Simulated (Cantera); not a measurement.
What does this Cantera script print?

```python
import numpy as np
import cantera as ct

gas = ct.Solution("gri30.yaml")
gas.TPX = 1675, 100000, {'C2H6': 1, 'H2': 8.1}
inlet = ct.Reservoir(gas, clone=True)

reactor = ct.IdealGasConstPressureReactor(gas, energy="off", clone=False)
exhaust = ct.Reservoir(gas, clone=True)
tau = [14, 6.6, 3.2, 1.5, 0.72, 0.35, 0.17, 0.079, 0.038, 0.018, 0.0087][0]
for a, b in ((inlet, reactor), (reactor, exhaust)):
    ct.MassFlowController(a, b, mdot=lambda t: reactor.mass / tau)
net = ct.ReactorNet([reactor])
show = ['C2H6', 'H2', 'CH3', 'C2H2', 'C2H4', 'CH2']

rows = []
print(f"{'tau/s':>10s}{'T/K':>9s}" + "".join(f"{s:>11s}" for s in show))
for tau in [14, 6.6, 3.2, 1.5, 0.72, 0.35, 0.17, 0.079, 0.038, 0.018, 0.0087]:
    net.initial_time = 0.0
    net.advance(30 * tau)
    before = gas.X
    net.advance(40 * tau)
    drift = np.max(np.abs(gas.X - before) / (gas.X + 1e-9))
    rows.append([gas.T, *gas[show].X, drift])
    print(f"{tau:10.3e}{gas.T:9.1f}" + "".join(f"{x:11.3e}" for x in gas[show].X))
```

It prints:

```
     tau/s      T/K       C2H6         H2        CH3       C2H2       C2H4        CH2
 1.400e+01   1675.0  9.273e-06  8.883e-01  9.026e-05  7.194e-02  3.766e-03  1.129e-08
 6.600e+00   1675.0  9.809e-06  8.880e-01  9.189e-05  7.171e-02  3.758e-03  1.151e-08
 3.200e+00   1675.0  1.088e-05  8.873e-01  9.502e-05  7.129e-02  3.742e-03  1.194e-08
 1.500e+00   1675.0  1.319e-05  8.861e-01  1.013e-04  7.046e-02  3.713e-03  1.280e-08
 7.200e-01   1675.0  1.775e-05  8.841e-01  1.121e-04  6.908e-02  3.671e-03  1.434e-08
 3.500e-01   1675.0  2.656e-05  8.811e-01  1.291e-04  6.708e-02  3.626e-03  1.691e-08
 1.700e-01   1675.0  4.332e-05  8.776e-01  1.536e-04  6.459e-02  3.614e-03  2.105e-08
 7.900e-02   1675.0  7.667e-05  8.739e-01  1.882e-04  6.193e-02  3.713e-03  2.804e-08
 3.800e-02   1675.0  1.343e-04  8.714e-01  2.303e-04  5.989e-02  4.017e-03  3.875e-08
 1.800e-02   1675.0  2.373e-04  8.701e-01  2.849e-04  5.840e-02  4.650e-03  5.650e-08
 8.700e-03   1675.0  4.096e-04  8.695e-01  3.538e-04  5.703e-02  5.704e-03  8.449e-08
```

Computed with Cantera and GRI-Mech 3.0 (53 species, 325 reactions). GRI-Mech 3.0 stops at C3 and has no aromatics, soot or wall deposition, so with more carbon than oxygen in the feed, carbon stays in small species such as C2H2 where larger ones or solid carbon would form.
